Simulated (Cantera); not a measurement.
## Hydrocarbon pyrolysis for carbon deposition

An isothermal, constant-pressure homogeneous reactor starts with 0.763 % C2H6, 99.2 % N2, at 1698 K and 1.00 atm.

Detailed kinetics in Cantera: GRI-Mech 3.0 (53 species, 325 reactions). GRI-Mech 3.0 stops at C3 and has no aromatics, soot or wall deposition, so with more carbon than oxygen in the feed, carbon stays in small species such as C2H2 where larger ones or solid carbon would form.

| t (s) | x C2H6 | x C2H2 | x HCN | x C2H4 | x H |
|---|---|---|---|---|---|
| 2.00e-5 | 0.00560 | 2.16e-5 | 5.06e-7 | 0.000890 | 0.000122 |
| 4.78e-5 | 0.00286 | 0.000421 | 3.25e-6 | 0.00299 | 0.000179 |
| 0.000114 | 0.000585 | 0.00213 | 6.86e-6 | 0.00366 | 0.000164 |
| 0.000274 | 5.48e-5 | 0.00430 | 8.70e-6 | 0.00218 | 8.38e-5 |
| 0.000654 | 8.18e-6 | 0.00555 | 9.07e-6 | 0.00104 | 3.67e-5 |
| 0.00156 | 2.16e-6 | 0.00623 | 9.15e-6 | 0.000402 | 1.98e-5 |
| 0.00374 | 1.15e-6 | 0.00657 | 9.19e-6 | 8.89e-5 | 1.53e-5 |
| 0.00894 | 9.71e-7 | 0.00669 | 9.25e-6 | 1.82e-5 | 1.51e-5 |
| 0.0214 | 7.53e-7 | 0.00678 | 9.40e-6 | 1.39e-5 | 1.54e-5 |
| 0.0511 | 4.56e-7 | 0.00695 | 9.68e-6 | 1.03e-5 | 1.59e-5 |
| 0.122 | 1.94e-7 | 0.00714 | 1.02e-5 | 7.31e-6 | 1.65e-5 |
| 0.292 | 5.74e-8 | 0.00731 | 1.08e-5 | 5.93e-6 | 1.71e-5 |
| 0.699 | 1.31e-8 | 0.00741 | 1.16e-5 | 5.59e-6 | 1.74e-5 |
| 1.67 | 2.67e-9 | 0.00746 | 1.25e-5 | 5.56e-6 | 1.76e-5 |
| 4.00 | 5.98e-10 | 0.00749 | 1.34e-5 | 5.58e-6 | 1.77e-5 |
x: mole fraction; the columns are a selection and need not sum to one.

Equilibrium at this temperature and pressure: C2H6 1.54e-11, C2H2 0.000594, HCN 0.0138, C2H4 4.44e-7, H 1.77e-5 (gas phase only).
